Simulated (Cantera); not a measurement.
Input (Python, Cantera):

```python
import numpy as np
import cantera as ct

gas = ct.Solution("gri30.yaml")
gas.TPX = 1300, 14000, {'N2O': 1}
reactor = ct.IdealGasConstPressureReactor(gas, energy="off", clone=False)
net = ct.ReactorNet([reactor])
net.rtol, net.atol = 1e-08, 1e-18
show = ['N2O', 'N2', 'NO', 'O', 'O2', 'NO2']
times = np.geomspace(6e-06, 3, 10)

steps = ct.SolutionArray(gas, extra=["t"])
rows = []
print(f"{'t/s':>10s}{'T/K':>9s}{'P/Pa':>11s}" + "".join(f"{s:>11s}" for s in show))
for t in times:
    while net.time < t:
        t_next = net.step()
        steps.append(gas.state, t=t_next)
    rows.append([np.interp(t, steps.t, y) for y in (steps.T, steps.P, *steps(*show).X.T)])
    print(f"{t:10.3e}{rows[-1][0]:9.1f}{rows[-1][1]:11.4g}" + "".join(f"{x:11.3e}" for x in rows[-1][2:]))
rate = np.gradient(steps.T, steps.t)
print("integrator steps:", len(steps.t))
if steps.T.max() > steps.T[0] + 200:
    print(f"time of steepest temperature rise: {steps.t[rate.argmax()]:.4e} s")
gas.TPX = 1300, 14000, {'N2O': 1}
gas.equilibrate("TP")
print(f"equilibrium (TP): T = {gas.T:.1f} K  " + "  ".join(f"{s} {gas[s].X[0]:.3e}" for s in show))
```

Output:

```
       t/s      T/K       P/Pa        N2O         N2         NO          O         O2        NO2
 6.000e-06   1300.0    1.4e+04  1.000e+00  1.592e-06  4.018e-08  1.341e-06  1.151e-07  6.148e-16
 2.579e-05   1300.0    1.4e+04  1.000e+00  8.088e-06  6.080e-07  4.299e-06  1.742e-06  1.390e-13
 1.108e-04   1300.0    1.4e+04  9.999e-01  4.420e-05  5.910e-06  7.378e-06  1.694e-05  1.310e-11
 4.762e-04   1300.0    1.4e+04  9.997e-01  2.105e-04  3.256e-05  7.586e-06  9.330e-05  3.956e-10
 2.047e-03   1300.0    1.4e+04  9.985e-01  9.250e-04  1.472e-04  7.586e-06  4.219e-04  7.918e-09
 8.795e-03   1300.0    1.4e+04  9.935e-01  3.983e-03  6.379e-04  7.585e-06  1.828e-03  1.362e-07
 3.780e-02   1300.0    1.4e+04  9.726e-01  1.690e-02  2.708e-03  7.579e-06  7.766e-03  1.765e-06
 1.624e-01   1300.0    1.4e+04  8.891e-01  6.842e-02  1.095e-02  7.548e-06  3.146e-02  1.231e-05
 6.981e-01   1300.0    1.4e+04  6.209e-01  2.341e-01  3.729e-02  7.394e-06  1.077e-01  4.894e-05
 3.000e+00   1300.0    1.4e+04  1.745e-01  5.106e-01  7.947e-02  6.321e-06  2.353e-01  1.144e-04
integrator steps: 723
equilibrium (TP): T = 1300.0 K  N2O 1.052e-08  N2 6.664e-01  NO 4.609e-04  O 2.746e-07  O2 3.331e-01  NO2 2.348e-06
```

Cantera simulation using GRI-Mech 3.0 (53 species, 325 reactions); the numbers are that mechanism's predictions, not measurements. GRI-Mech 3.0 was tuned for natural gas; its chemistry of N2O as a main component is partial and can be far from experiment. The mechanism lacks the step 2 NO + O2 → 2 NO2, which can matter for NO2 below about 1400 K. The temperature is held fixed by assumption; the heat of reaction is taken as removed at once.
